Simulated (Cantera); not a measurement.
A Cantera script and what it prints.

```python
import numpy as np
import cantera as ct

gas_names = """
    CL CL2 H HCL H2 N NH NH2 NH3 N2 N2H2 N2H4 Si SiCL SiCL2 SiCL3 SiCL4 SiH SiHCL3 SiH2 SiH2CL2 SiH3
    SiH3CL SiH4 SiN Si2 Si2N Si3
""".split()
cond_names = """
    NH4CL(a) NH4CL(b) Si(cr) Si(L) Si3N4(a)
""".split()


def load(file, names, dense=False):
    # The tables refer to 1 bar. Condensed volumes are neglected.
    table = {s.name: s for s in ct.Species.list_from_file(file)}
    out = []
    for n in names:
        d = dict(table[n].input_data)
        d["thermo"] = dict(d["thermo"], **{"reference-pressure": 1e5})
        if dense:
            d["equation-of-state"] = {"model": "constant-volume", "density": "1e6 g/cm^3"}
        out.append(ct.Species.from_dict(d))
    return out


gas = ct.Solution(thermo="ideal-gas", species=load("nasa_gas.yaml", gas_names))
cond = {s.name: ct.Solution(thermo="fixed-stoichiometry", species=[s], name=s.name)
        for s in load("nasa_condensed.yaml", cond_names, dense=True)}
atoms = {
    'SiHCl3': {'Si': 1, 'H': 1, 'CL': 3},
    'HCl': {'H': 1, 'CL': 1},
    'N2': {'N': 2},
}
top_T = {'Si3N4(a)': 2400}  # K; cautious upper limits of use, not melting points


def equilibrate(T, P, feed):
    n = {}
    for name, mol in feed.items():
        for a, k in atoms[name].items():
            n[a] = n.get(a, 0.0) + k * mol
    gas.TPX = T, P, n
    mass = sum(n.values()) * gas.mean_molecular_weight
    gas.equilibrate("TP")
    valid = [c for c in cond.values() if c.min_temp <= T <= top_T.get(c.name, c.max_temp)]
    mix = ct.Mixture([(gas, mass / gas.mean_molecular_weight)] + [(c, 0.0) for c in valid])
    mix.T, mix.P = T, P
    mix.equilibrate("TP", solver="vcs", rtol=1e-11, max_steps=5000)
    return mix


results = []
feed = {'SiHCl3': 1, 'HCl': 0.59, 'N2': 170}  # mol
for P in [100, 350, 1300, 4500, 16000, 56000, 200000]:
    for T in [998, 1048, 1098, 1148, 1198, 1248, 1298, 1348, 1398, 1448]:
        mix = equilibrate(T, P, feed)
        results.append((T, P, feed, dict(zip(mix.species_names, mix.species_moles))))

for T, P, feed, n in results:
    print(f"{T:7g} {P:10.4g}  " + (" + ".join(c for c in cond_names if n.get(c, 0) > 1e-12) or "gas only"))
```

Result:

```
    998        100  Si3N4(a)
   1048        100  Si3N4(a)
   1098        100  Si3N4(a)
   1148        100  Si3N4(a)
   1198        100  Si3N4(a)
   1248        100  Si3N4(a)
   1298        100  Si3N4(a)
   1348        100  gas only
   1398        100  gas only
   1448        100  gas only
    998        350  Si3N4(a)
   1048        350  Si3N4(a)
   1098        350  Si3N4(a)
   1148        350  Si3N4(a)
   1198        350  Si3N4(a)
   1248        350  Si3N4(a)
   1298        350  Si3N4(a)
   1348        350  Si3N4(a)
   1398        350  gas only
   1448        350  gas only
    998       1300  Si3N4(a)
   1048       1300  Si3N4(a)
   1098       1300  Si3N4(a)
   1148       1300  Si3N4(a)
   1198       1300  Si3N4(a)
   1248       1300  Si3N4(a)
   1298       1300  Si3N4(a)
   1348       1300  Si3N4(a)
   1398       1300  Si3N4(a)
   1448       1300  Si3N4(a)
    998       4500  Si3N4(a)
   1048       4500  Si3N4(a)
   1098       4500  Si3N4(a)
   1148       4500  Si3N4(a)
   1198       4500  Si3N4(a)
   1248       4500  Si3N4(a)
   1298       4500  Si3N4(a)
   1348       4500  Si3N4(a)
   1398       4500  Si3N4(a)
   1448       4500  Si3N4(a)
    998    1.6e+04  Si3N4(a)
   1048    1.6e+04  Si3N4(a)
   1098    1.6e+04  Si3N4(a)
   1148    1.6e+04  Si3N4(a)
   1198    1.6e+04  Si3N4(a)
   1248    1.6e+04  Si3N4(a)
   1298    1.6e+04  Si3N4(a)
   1348    1.6e+04  Si3N4(a)
   1398    1.6e+04  Si3N4(a)
   1448    1.6e+04  Si3N4(a)
    998    5.6e+04  Si3N4(a)
   1048    5.6e+04  Si3N4(a)
   1098    5.6e+04  Si3N4(a)
   1148    5.6e+04  Si3N4(a)
   1198    5.6e+04  Si3N4(a)
   1248    5.6e+04  Si3N4(a)
   1298    5.6e+04  Si3N4(a)
   1348    5.6e+04  Si3N4(a)
   1398    5.6e+04  Si3N4(a)
   1448    5.6e+04  Si3N4(a)
    998      2e+05  Si3N4(a)
   1048      2e+05  Si3N4(a)
   1098      2e+05  Si3N4(a)
   1148      2e+05  Si3N4(a)
   1198      2e+05  Si3N4(a)
   1248      2e+05  Si3N4(a)
   1298      2e+05  Si3N4(a)
   1348      2e+05  Si3N4(a)
   1398      2e+05  Si3N4(a)
   1448      2e+05  Si3N4(a)
```

Equilibrium computed with Cantera from the NASA thermochemical tables; the gas is ideal and each condensed phase is pure. N2 is the only nitrogen source here; it is nearly inert below about 1500 K, so the nitride shown seldom forms there in practice. The tables' values for SiCl3 are old estimates.
